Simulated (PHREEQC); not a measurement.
Nickel, zinc or cadmium bath

Make-up at 25 °C: 15 mmol/kgw ZnSO4, 13 mmol/kgw KCl and 0.48 mmol/kgw MnSO4. Closed to the air; pH follows from the charge balance.

Equilibrium calculation in PHREEQC: ion-association model, phreeqc.dat.

Each row changes one thing in this solution. This is a speciation only: nothing precipitates in the calculation.

| case | pH | ionic strength (mol/kgw) | SO4-2 (mol/kgw) | KSO4- (mol/kgw) | Mn+2 (mol/kgw) | MnSO4 (mol/kgw) | SI of Sylvite (KCl) |
|---|---|---|---|---|---|---|---|
| as made | 5.67 | 0.0536 | 0.00967 | 0.000380 | 0.000346 | 0.000126 | -4.87 |
| temperature from 25 to 20 °C | 5.73 | 0.0539 | 0.00975 | 0.000353 | 0.000353 | 0.000118 | -4.85 |
| ZnSO4 replaced by KHSO4 at the same molality | 2.06 | 0.0482 | 0.00977 | 0.000853 | 0.000339 | 0.000132 | -4.53 |
| ZnSO4 replaced by NH4HSO4 at the same molality | 2.05 | 0.0477 | 0.00951 | 0.000387 | 0.000341 | 0.000130 | -4.86 |
| temperature from 25 to 10 °C | 5.82 | 0.0547 | 0.00991 | 0.000301 | 0.000367 | 0.000104 | -4.79 |
| ZnSO4 replaced by ZnBr2 at the same molality | 5.52 | 0.0586 | 0.000280 | 1.10e-5 | 0.000464 | 4.65e-6 | -4.87 |
| KCl from 0.013 to 0.0026 mol/kgw | 5.71 | 0.0423 | 0.00950 | 8.00e-5 | 0.000340 | 0.000138 | -6.26 |
| ZnSO4 replaced by Na2SO4 at the same molality | 7.02 | 0.0564 | 0.0139 | 0.000531 | 0.000313 | 0.000159 | -4.88 |

Constants without temperature data keep their 25 °C values here.
